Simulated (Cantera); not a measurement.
Input: 1 mol C2H6, 0.68 mol O2, 12 mol H2, equilibrated at 36000 Pa.

Equilibrium computed with Cantera from the NASA thermochemical tables; the gas is ideal and each condensed phase is pure. Candidate condensed phases: C, C6H6, C7H8, C8H18, H2O; 110 gas species. Equilibrium is a limit: real reactors are often held back by kinetics, nucleation or transport.

**Question.** What share of the C ends up in condensed phases as a function of T (°C), at 475, 575, 675, 775, 875, 975, 1075, 1175?

**Answer.** 
```json
[
 {"T (°C)": "475", "C condensed (%)": "0.0", "as": "-"},
 {"T (°C)": "575", "C condensed (%)": "0.0", "as": "-"},
 {"T (°C)": "675", "C condensed (%)": "13.3", "as": "C(graphite)"},
 {"T (°C)": "775", "C condensed (%)": "22.7", "as": "C(graphite)"},
 {"T (°C)": "875", "C condensed (%)": "27.4", "as": "C(graphite)"},
 {"T (°C)": "975", "C condensed (%)": "29.6", "as": "C(graphite)"},
 {"T (°C)": "1075", "C condensed (%)": "30.7", "as": "C(graphite)"},
 {"T (°C)": "1175", "C condensed (%)": "31.2", "as": "C(graphite)"}
]
```
